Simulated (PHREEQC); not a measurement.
A solution holds 18 mmol/kgw CdCl2, 0.043 mmol/kgw H3BO3 and 18 mmol/kgw Li2SO4, at 25 °C. Closed to the air; pH follows from the charge balance.

Computed with PHREEQC (ion-association model, wateq4f.dat).

Precipitation was switched off in this run.

Q: Estimate the pH.

A: pH 5.93.

Q: In which forms is S present?

A: SO4-2 69 %, CdSO4 21 %, Cd(SO4)2-2 5.8 %, LiSO4- 4.4 % of the S.

Species that the database lacks are ignored.
